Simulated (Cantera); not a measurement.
A Cantera script and what it prints.

```python
import numpy as np
import cantera as ct

gas_names = [...]  # 118 gases of nasa_gas.yaml made of C, Cl, F, H
cond_names = """
    C(gr) C6H6(L) C7H8(L) C8H18(L),n-octa
""".split()


# ... load() reads the species with a 1 bar reference pressure and builds the phases ...
atoms = {
    'C2F6': {'C': 2, 'F': 6},
    'HCl': {'H': 1, 'CL': 1},
}
top_T = {'C(gr)': 4500}  # K; cautious upper limits of use, not melting points


# ... equilibrate(T, P, feed) seeds the gas with the atoms and calls Mixture.equilibrate('TP', solver="vcs", rtol=1e-11, max_steps=5000) ...
results = []
feed = {'C2F6': 1, 'HCl': 0.015}  # mol
T = 2075  # K
P = 880  # Pa
mix = equilibrate(T, P, feed)
results.append((T, P, feed, dict(zip(mix.species_names, mix.species_moles))))
x = sorted(zip(gas.X, gas.species_names), reverse=True)
print(f"T = {T:g} K  P = {P:g} Pa  gas = {mix.phase_moles(0):.4g} mol")
print("   x: " + "  ".join(f"{s} {v:.3e}" for v, s in x if v > 0.0001))
print("   condensed (mol): " + ("  ".join(f"{mix.phase(i).name} {mix.phase_moles(i):.4g}"
      for i in range(1, mix.n_phases) if mix.phase_moles(i) > 1e-12) or "none"))
```

It prints:

```
T = 2075 K  P = 880 Pa  gas = 1.793 mol
   x: CF4 7.159e-01  CF2 1.828e-01  F 7.205e-02  CF3 1.202e-02  HF 8.365e-03  CL 8.329e-03  CF 4.774e-04
   condensed (mol): C(gr) 0.3661
```

Cantera equilibrium calculation (NASA polynomials, part measured and part estimated; ideal gas, pure solids and liquids). The feed counts by its element totals alone. Gases not in the tables: C2F6 and larger saturated fluorocarbons.
